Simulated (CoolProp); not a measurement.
Vapour-liquid equilibrium of n-butane (1) + cyclohexane (2) at 19.35 °C; x and y are mole fractions of (1).

Values from CoolProp's multi-fluid Helmholtz-energy mixture model, Bücker 2006 and Zhou 2014; pair parameters Bell 2016.

| x | bubble pressure (kPa) | y at the bubble point | dew pressure at overall composition x (kPa) | liquid density (mol/L) |
|---|---|---|---|---|
| 0.05 | 17.02 | 0.438 | 10.52 | 9.310 |
| 0.2 | 43.01 | 0.813 | 12.34 | 9.458 |
| 0.35 | 73.60 | 0.912 | 14.92 | 9.595 |
| 0.5 | 105.2 | 0.953 | 18.88 | 9.717 |
| 0.65 | 135.5 | 0.974 | 25.75 | 9.821 |
| 0.8 | 164.4 | 0.987 | 40.75 | 9.904 |
| 0.95 | 193.2 | 0.997 | 102.1 | 9.957 |

No azeotrope shows between x = 0.05 and 0.95.

The pair parameters rest on a limited set of measurements; away from them the model extrapolates.
